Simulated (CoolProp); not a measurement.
Vapour-liquid equilibrium of isobutane (1) + isobutene (2) at -13.35 °C; x and y are mole fractions of (1).

Model: multi-fluid Helmholtz-energy mixture model, Bücker 2006 and Lemmon 2005; pair parameters Bell 2016, in CoolProp.

| x | bubble pressure, mixture model (MPa) | bubble pressure, Raoult's law (MPa) | y, mixture model | y, Raoult's law |
|---|---|---|---|---|
| 0.05 | 0.07967 | 0.07932 | … | 0.060 |
| 0.125 | 0.08136 | 0.08057 | 0.154 | 0.148 |
| 0.2 | 0.08293 | 0.08182 | 0.239 | 0.233 |
| 0.275 | … | 0.08306 | 0.320 | 0.315 |
| 0.35 | 0.08582 | 0.08431 | 0.398 | 0.395 |
| 0.425 | 0.08714 | 0.08556 | 0.473 | 0.473 |
| 0.5 | 0.08839 | 0.08681 | … | 0.548 |
| 0.575 | 0.08956 | 0.08806 | 0.616 | 0.621 |
| 0.65 | … | 0.08930 | 0.686 | 0.692 |
| 0.725 | 0.09173 | 0.09055 | 0.754 | 0.762 |
| 0.8 | 0.09273 | 0.09180 | 0.822 | 0.829 |
| 0.875 | 0.09367 | 0.09305 | 0.889 | 0.895 |
| 0.95 | 0.09456 | 0.09430 | 0.956 | 0.958 |

Q: What belongs in the gaps?

A: 
- 0.05, y, mixture model: 0.063
- 0.275, bubble pressure, mixture model (MPa): 0.08442
- 0.5, y, mixture model: 0.545
- 0.65, bubble pressure, mixture model (MPa): 0.09068

The largest gap from Raoult's law is +1.8 % in bubble pressure, at x = 0.425. No azeotrope shows between x = 0.05 and 0.95.

Pair parameters are fitted to limited data, so mixtures are less certain than the pure fluids.
